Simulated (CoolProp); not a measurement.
A closed Brayton cycle with nitrogen: compressor inlet 306.15 K and 0.84 MPa, high pressure 2.91 MPa, turbine inlet 805 K, compressor efficiency 0.85, turbine efficiency 0.93, recuperator effectiveness 0.95 (on enthalpy, no pinch check). Each further row changes one setting.

Model: reference Helmholtz-energy equation of state, Span 2000, in CoolProp.

```tsv
case	thermal efficiency (%)	net work (kJ/kg)	compressor to turbine work	compressor exit (K)	turbine exit (K)
as stated	?	76.1	0.68	459.7	591.0
turbine inlet 755 K	?	61.1	0.72	459.7	?
compressor inlet 316.15 K	?	70.8	?	?	591.0
high pressure 2.47 MPa	33.5	73.8	0.65	436.2	?
recuperator effectiveness 0.5	?	76.1	0.68	459.7	591.0
```

Problem. Complete the blanks.

Solution. 
- as stated, thermal efficiency (%): 31.1
- turbine inlet 755 K, thermal efficiency (%): 26.9
- turbine inlet 755 K, turbine exit (K): 552.6
- compressor inlet 316.15 K, thermal efficiency (%): 29.1
- compressor inlet 316.15 K, compressor to turbine work: 0.70
- compressor inlet 316.15 K, compressor exit (K): 474.5
- high pressure 2.47 MPa, turbine exit (K): 615.7
- recuperator effectiveness 0.5, thermal efficiency (%): 24.8
